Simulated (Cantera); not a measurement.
A closed system holds: 1 mol Si, 23 mol HBr, 39 mol N2, equilibrated at 10.0 mbar.

These are equilibrium values from Cantera (NASA tables, ideal gas, pure condensed phases), not measurements of a reactor. Candidate condensed phases: Br2, Si, Si3N4; 28 gas species. The tables' values for SiBr3 are old estimates; treat these amounts as uncertain. Rates play no part.

x: gas mole fraction; nothing condenses.

```tsv
T (°C)	x N2	x HBr	x Br	x H2	x SiBr2	x SiBr4
1052	0.635	0.312	0.00612	0.0313	0.00372	0.0114
1077	0.633	0.312	0.00799	0.0308	0.00504	0.00994
1102	0.631	0.312	___	0.0304	___	___
1127	0.630	0.311	0.0131	0.0302	0.00800	0.00672
1152	0.628	0.310	0.0164	0.0303	0.00946	0.00520
1177	0.626	0.307	___	0.0308	___	___
1202	0.623	0.304	0.0245	0.0317	0.0119	0.00277
1227	0.621	0.300	0.0292	0.0331	0.0129	0.00192
1252	0.619	0.295	0.0343	0.0349	0.0136	0.00130
1277	0.617	0.290	0.0397	0.0371	0.0141	0.000870
1302	0.615	0.284	0.0455	0.0395	0.0144	0.000574
1327	0.613	0.277	0.0516	0.0423	0.0147	0.000377
1352	0.611	0.270	0.0581	0.0452	0.0149	0.000247
```

Task: Complete the blanks.

Result: 
- 1177, x Br: 0.0202
- 1177, x SiBr2: 0.0108
- 1177, x SiBr4: 0.00387
- 1102, x Br: 0.0103
- 1102, x SiBr2: 0.00649
- 1102, x SiBr4: 0.00833
